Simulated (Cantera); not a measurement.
A perfectly stirred reactor is fed with H₂ : O₂ : N₂ : H₂O = 1 : 1.11 : 4.18 : 0.47 (molar parts), at 5.00 bar; it is adiabatic with a 800 K inlet, and is followed from long to short residence time, starting on the burning branch (τ in s: 0.13, 0.072, 0.039, 0.021, 0.011, 0.0061, 0.0033, 0.0018, 0.00096, 0.00052, 0.00028, 0.00015, 8.1e-05).

Cantera simulation using GRI-Mech 3.0 (53 species, 325 reactions); the numbers are that mechanism's predictions, not measurements. The hydrogen kinetics of GRI-Mech 3.0 are dated; newer H2 mechanisms differ, most at raised pressure.

x: mole fraction; the columns are a selection and need not sum to one.

```csv
τ (s),T (K),x H₂,x O₂,x H₂O₂,x O,x NO,x H₂O
0.13,1864,4.60e-5,0.0972,2.03e-7,3.54e-5,4.15e-5,0.234
0.072,1864,5.59e-5,0.0972,2.14e-7,3.90e-5,2.60e-5,0.234
0.039,1863,7.31e-5,0.0972,…,4.54e-5,1.71e-5,0.234
0.021,1863,0.000101,0.0971,…,5.64e-5,1.23e-5,0.234
0.011,1862,0.000149,0.0971,…,7.54e-5,9.64e-6,0.234
0.0061,1860,0.000215,0.0971,…,0.000103,8.38e-6,0.234
0.0033,1858,0.000319,0.0970,…,0.000147,7.70e-6,0.233
0.0018,1855,0.000473,0.0969,…,0.000214,7.30e-6,0.233
0.00096,1851,0.000713,0.0969,…,0.000319,6.91e-6,0.233
0.00052,1845,0.00106,0.0968,…,0.000473,6.45e-6,0.232
0.00028,1836,0.00159,0.0968,…,0.000704,5.95e-6,0.231
0.00015,1824,0.00239,0.0968,…,0.00105,5.54e-6,0.229
8.1e-5,1808,0.00355,0.0969,…,0.00153,5.37e-6,0.227
```

Question: Fill in the missing entries.

Answer: 
- 0.039, x H₂O₂: 2.34e-7
- 0.021, x H₂O₂: 2.66e-7
- 0.011, x H₂O₂: 3.18e-7
- 0.0061, x H₂O₂: 3.87e-7
- 0.0033, x H₂O₂: 4.86e-7
- 0.0018, x H₂O₂: 6.14e-7
- 0.00096, x H₂O₂: 7.85e-7
- 0.00052, x H₂O₂: 9.97e-7
- 0.00028, x H₂O₂: 1.26e-6
- 0.00015, x H₂O₂: 1.60e-6
- 8.1e-5, x H₂O₂: 2.02e-6
